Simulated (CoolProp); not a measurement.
Values from CoolProp's reference Helmholtz-energy equation of state, Eisenbach 2021.

Question: For propylene glycol, give the phase and the cp (kJ/(kg K)), speed of sound (m/s), fugacity coefficient at 527.1 K and 66.6 bar.

Answer: 
- 527.1 K and 66.6 bar: liquid; cp 3.71, speed of sound 867, fugacity coefficient 0.0908
